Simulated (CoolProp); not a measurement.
The fluid at 393 K and 1.39 MPa (stagnation) flows isentropically through a choked orifice. The same conditions are run with several fluids, on thermodynamics alone (safety and materials aside).

The numbers come from the reference Helmholtz-energy equation of state of each fluid (cyclopropane: Polt 1992; R124: de Vries 1995; propyne: Polt 1992; R115: Lemmon 2016; ethylene: Smukala 2000) in CoolProp. The equations of Platzer and Polt are older, rougher fits.

| fluid | throat to inlet pressure ratio | mass flux (kg/(m² s)) | throat temperature (K) |
|---|---|---|---|
| cyclopropane | [?] | 3270 | 367.3 |
| R124 | [?] | 5880 | [?] |
| propyne | 0.585 | [?] | [?] |
| R115 | 0.603 | [?] | 377.7 |
| ethylene | 0.564 | [?] | [?] |

### Question
Complete the blanks.

### Answer

- cyclopropane, throat to inlet pressure ratio: 0.586
- R124, throat to inlet pressure ratio: 0.605
- R124, throat temperature (K): 375.4
- propyne, mass flux (kg/(m² s)): 3210
- propyne, throat temperature (K): 366.1
- R115, mass flux (kg/(m² s)): 6150
- ethylene, mass flux (kg/(m² s)): 2680
- ethylene, throat temperature (K): 356.3
